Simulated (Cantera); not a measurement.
An adiabatic, constant-pressure homogeneous reactor starts with H2 : O2 : N2 = 1 : 1.52 : 5.7 (molar parts), equivalence ratio 0.33, at 1700 K and 1.88 atm. Integrator tolerance rtol = 1e-08.

Detailed kinetics in Cantera: the H2/O2 subset of GRI-Mech 3.0, which has no nitrogen chemistry.

Task: What does this change do: constant volume in place of constant pressure?

Result: 
| quantity | before | after |
|---|---|---|
| time of steepest temperature rise | 4.94 µs | 4.93 µs |
| temperature at 4.00 s | 2465 K | 2600 K |
| equilibrium temperature | 2465 K | 2600 K |
| x(H2) at 4.00 s | 0.00125 (gas-phase equilibrium 0.00125) | 0.00192 (gas-phase equilibrium 0.00192) |
| x(O2) at 4.00 s | 0.128 (gas-phase equilibrium 0.128) | 0.126 (gas-phase equilibrium 0.126) |
| x(HO2) at 4.00 s | 1.16e-5 (gas-phase equilibrium 1.16e-5) | 1.76e-5 (gas-phase equilibrium 1.76e-5) |
| x(H2O) at 4.00 s | 0.122 (gas-phase equilibrium 0.122) | 0.119 (gas-phase equilibrium 0.119) |
| x(O) at 4.00 s | 0.00317 (gas-phase equilibrium 0.00317) | 0.00501 (gas-phase equilibrium 0.00501) |
| x(H2O2) at 4.00 s | 3.93e-7 (gas-phase equilibrium 3.93e-7) | 6.06e-7 (gas-phase equilibrium 6.06e-7) |
| x(OH) at 4.00 s | 0.0108 (gas-phase equilibrium 0.0108) | 0.0146 (gas-phase equilibrium 0.0146) |
